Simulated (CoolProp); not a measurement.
Saturation properties of isobutane.

Computed with CoolProp (reference Helmholtz-energy equation of state, Bücker 2006).

| T (K) | p (kPa) | liquid density (kg/m³) | vapour density (kg/m³) | liquid cp (kJ/(kg K)) | liquid conductivity (mW/(m K)) |
|---|---|---|---|---|---|
| 288.2 | 259.4 | 562.9 | 6.841 | 2.368 | 92.8 |
| 298.1 | 350.2 | 550.7 | (withheld) | 2.430 | 89.2 |
| 308 | 462.9 | 538.0 | 11.94 | 2.497 | 85.8 |
| 318 | 602.1 | 524.6 | 15.47 | 2.573 | 82.4 |
| 327.9 | 768.4 | 510.5 | 19.77 | 2.656 | (withheld) |
| 337.9 | 968.4 | 495.4 | 25.09 | 2.754 | 76.2 |
| 347.8 | (withheld) | 479.2 | 31.59 | 2.869 | 73.3 |
| 357.8 | (withheld) | (withheld) | 39.74 | 3.014 | 70.5 |
| 367.7 | 1793 | (withheld) | 49.91 | 3.206 | 67.9 |
| 377.7 | 2160 | 418.7 | 63.22 | 3.497 | 65.5 |
| 387.6 | (withheld) | 391.1 | 81.17 | 4.017 | 63.2 |
| 397.6 | 3060 | 353.2 | 108.8 | 5.465 | 61.8 |

Question: Fill in the missing entries.

Answer: 
- 298.1, vapour density (kg/m³): 9.113
- 327.9, liquid conductivity (mW/(m K)): 79.2
- 347.8, p (kPa): 1202
- 357.8, p (kPa): 1477
- 357.8, liquid density (kg/m³): 461.4
- 367.7, liquid density (kg/m³): 441.7
- 387.6, p (kPa): 2577

It boils at 261.4 K under 1 atm.

Thermal conductivity comes from a separate model (Perkins 2002).
